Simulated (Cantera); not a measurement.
A Cantera script and what it prints.

```python
import numpy as np
import cantera as ct

gas_names = [...]  # 151 gases of nasa_gas.yaml made of C, H, N, O, Si
cond_names = """
    C(gr) C6H6(L) C7H8(L) C8H18(L),n-octa H2O(s) H2O(L) Si(cr) Si(L) SiC(b) SiO2(Lqz) SiO2(hqz) SiO2(L)
    Si2N2O(s) Si3N4(a)
""".split()


# ... load() reads the species with a 1 bar reference pressure and builds the phases ...
atoms = {
    'Si3N4': {'Si': 3, 'N': 4},
    'H2O': {'H': 2, 'O': 1},
    'H2': {'H': 2},
    'CO2': {'C': 1, 'O': 2},
}
top_T = {'C(gr)': 4500, 'SiC(b)': 3050, 'Si2N2O(s)': 2100, 'Si3N4(a)': 2400}  # K; cautious upper limits of use, not melting points


# ... equilibrate(T, P, feed) seeds the gas with the atoms and calls Mixture.equilibrate('TP', solver="vcs", rtol=1e-11, max_steps=5000) ...
results = []
feed = {'Si3N4': 1, 'H2O': 0.0087, 'H2': 370, 'CO2': 1.3}  # mol
T = 1873.15  # K
P = 61000  # Pa
mix = equilibrate(T, P, feed)
results.append((T, P, feed, dict(zip(mix.species_names, mix.species_moles))))
print(gas.report(threshold=0.001))
for i in range(1, mix.n_phases):
    print(f"{mix.phase(i).name:16s} {mix.phase_moles(i):12.5e} mol")
```

It prints:

```
       temperature   1873.2 K
          pressure   61000 Pa
           density   0.0095149 kg/m^3
  mean mol. weight   2.4293 kg/kmol
   phase of matter   gas

                          1 kg             1 kmol
                     ---------------   ---------------
          enthalpy        1.9847e+07        4.8213e+07  J
   internal energy        1.3436e+07        3.2639e+07  J
           entropy             79023        1.9197e+05  J/K
    Gibbs function       -1.2818e+08       -3.1138e+08  J
 heat capacity c_p             13907             33785  J/K
 heat capacity c_v             10485             25470  J/K

                      mass frac. Y      mole frac. X     chem. pot. / RT
                     ---------------   ---------------   ---------------
                CO          0.014107         0.0012235           -41.779
                H2            0.8189           0.98679           -19.781
                N2          0.061386         0.0053233           -32.452
               SiO           0.10404         0.0057334           -41.527
     [ +147 minor]         0.0015626        0.00093184

C(gr)             0.00000e+00 mol
Si(L)             0.00000e+00 mol
SiC(b)            8.26461e-01 mol
SiO2(L)           0.00000e+00 mol
Si2N2O(s)         0.00000e+00 mol
Si3N4(a)          0.00000e+00 mol
```

Equilibrium computed with Cantera from the NASA thermochemical tables; the gas is ideal and each condensed phase is pure. Gases not in the tables: Si2H6 and higher silanes.
